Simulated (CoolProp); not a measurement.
Vapour-liquid equilibrium of ethane (1) + C2F6 (R116) (2) at -50.65 °C; x and y are mole fractions of (1).

The numbers come from the multi-fluid Helmholtz-energy mixture model, Bücker 2006 and Lemmon 2006; pair parameters Bell 2016 in CoolProp.

```json
[
 {"x": "0.05", "bubble pressure (bar)": "4.108", "y at the bubble point": "0.151", "dew pressure at overall composition x (bar)": "3.761", "liquid density (mol/L)": "…"},
 {"x": "0.2", "bubble pressure (bar)": "5.373", "y at the bubble point": "0.421", "dew pressure at overall composition x (bar)": "4.299", "liquid density (mol/L)": "…"},
 {"x": "0.35", "bubble pressure (bar)": "6.139", "y at the bubble point": "0.550", "dew pressure at overall composition x (bar)": "4.986", "liquid density (mol/L)": "11.85"},
 {"x": "0.5", "bubble pressure (bar)": "6.492", "y at the bubble point": "0.620", "dew pressure at overall composition x (bar)": "5.838", "liquid density (mol/L)": "12.52"},
 {"x": "0.65", "bubble pressure (bar)": "6.604", "y at the bubble point": "0.668", "dew pressure at overall composition x (bar)": "6.582", "liquid density (mol/L)": "13.38"},
 {"x": "0.8", "bubble pressure (bar)": "6.528", "y at the bubble point": "0.728", "dew pressure at overall composition x (bar)": "…", "liquid density (mol/L)": "14.48"},
 {"x": "0.95", "bubble pressure (bar)": "5.914", "y at the bubble point": "0.881", "dew pressure at overall composition x (bar)": "…", "liquid density (mol/L)": "15.86"}
]
```

Problem. Fill in the missing entries.

Solution. 
- 0.05, liquid density (mol/L): 10.83
- 0.2, liquid density (mol/L): 11.30
- 0.8, dew pressure at overall composition x (bar): 6.268
- 0.95, dew pressure at overall composition x (bar): 5.605

y crosses x between x = 0.65 and 0.8: the model has an azeotrope there.

The pair parameters rest on a limited set of measurements; away from them the model extrapolates.
